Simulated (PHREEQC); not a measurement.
Consider water at 25 °C with 0.013 mol CaSO4 and 0.0074 mol Na2HPO4 per kg of water. Closed to the air; pH follows from the charge balance.

Equilibrium calculation in PHREEQC: ion-association model, wateq4f.dat.

```
quantity                          before     after
-------------------------------  -------  --------
pH                                  7.81      7.75
ionic strength (mol/kgw)          0.0478    0.0377
Ca+2 (mol/kgw)                   0.00671   0.00838
HPO4-2 (mol/kgw)                 0.00347  0.000584
CaHPO4 (mol/kgw)                 0.00283  0.000677
SI of Gypsum (CaSO4:2H2O)          -0.25     -0.13
SI of Mirabilite (Na2SO4:10H2O)    -5.08     -6.46
```

**Question.** What was changed between the two runs?
(A) CaSO4 from 0.013 to 0.0117 mol/kgw
(B) temperature from 25 to 55 °C
(C) Na2HPO4 from 0.0074 to 0.00148 mol/kgw

**Answer.** C, Na2HPO4 from 0.0074 to 0.00148 mol/kgw

This is a speciation only: nothing precipitates in the calculation. Some of these states are supersaturated (in Hydroxyapatite, for instance). H3PO4, which wateq4f.dat lacks, is added to it with the constant of phreeqc.dat.
